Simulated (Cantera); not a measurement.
## Hydrocarbon pyrolysis for carbon deposition

An isothermal, constant-pressure homogeneous reactor starts with 14.1 % C₂H₄, 85.9 % H₂, at 1398 K and 0.217 atm.

Model: GRI-Mech 3.0 (53 species, 325 reactions), integrated in Cantera. GRI-Mech 3.0 was tuned for natural gas; its chemistry of ethylene as a main component is partial and can be far from experiment. GRI-Mech 3.0 stops at C3 and has no aromatics, soot or wall deposition, so with more carbon than oxygen in the feed, carbon stays in small species such as C2H2 where larger ones or solid carbon would form.

```
t (s)     x C₂H₄   x H₂      x H     x CH₂    x C₂H₂    x C₂H₆     x CH₄
--------  ------  -----  -------  --------  --------  --------  --------
0.000500   0.141  0.859  8.59e-8    <1e-12   7.15e-5   1.22e-7   2.77e-9
0.00150    0.141  0.859  2.97e-7  2.18e-12  0.000227   1.13e-6   7.69e-8
0.00452    0.140  0.859  2.26e-6  1.66e-11  0.000898   1.67e-5   3.11e-6
0.0136     0.126  0.861  2.64e-5  1.98e-10    0.0125  0.000309  0.000455
0.0408    0.0741  0.865  2.97e-5  1.84e-10    0.0570  0.000226   0.00335
0.123     0.0264  0.869  2.71e-5  1.37e-10    0.0977   7.83e-5   0.00697
0.368     0.0165  0.868  2.41e-5  1.43e-10     0.105   4.73e-5    0.0111
1.11      0.0158  0.862  2.12e-5  1.93e-10     0.102   4.52e-5    0.0204
3.33      0.0147  0.849  1.66e-5  2.32e-10    0.0953   4.20e-5    0.0404
10.0      0.0129  0.830  1.22e-5  2.30e-10    0.0848   3.86e-5    0.0726
```
x: mole fraction; the columns are a selection and need not sum to one.

Equilibrium at this temperature and pressure: C₂H₄ 0.0105, H₂ 0.803, H 9.10e-6, CH₂ 2.14e-10, C₂H₂ 0.0705, C₂H₆ 3.69e-5, CH₄ 0.116 (gas phase only).
